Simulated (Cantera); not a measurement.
A closed system holds: 1 mol H2O, 0.39 mol O2, 3.5 mol H2, at 2300 K and 0.100 bar.

Method: chemical equilibrium by Gibbs-energy minimisation in Cantera with the NASA 1993 tables (ideal gas, pure condensed phases). Candidate condensed phases: H2O; 9 gas species. Equilibrium is a limit: real reactors are often held back by kinetics, nucleation or transport.

Base state: H2 0.586, H2O 0.388, H 0.0234, OH 0.00250, O 6.82e-5, O2 1.88e-5 (mole fractions); condensed: gas only.

Q: What changes in the equilibrium state with this change: temperature from 2300 K to 2248.15 K?

A: 
```
species   before    after
-------  -------  -------
H2         0.586    0.590
H2O        0.388    0.390
H         0.0234   0.0179
O        6.82e-5  3.69e-5
O2       1.88e-5  1.02e-5
```
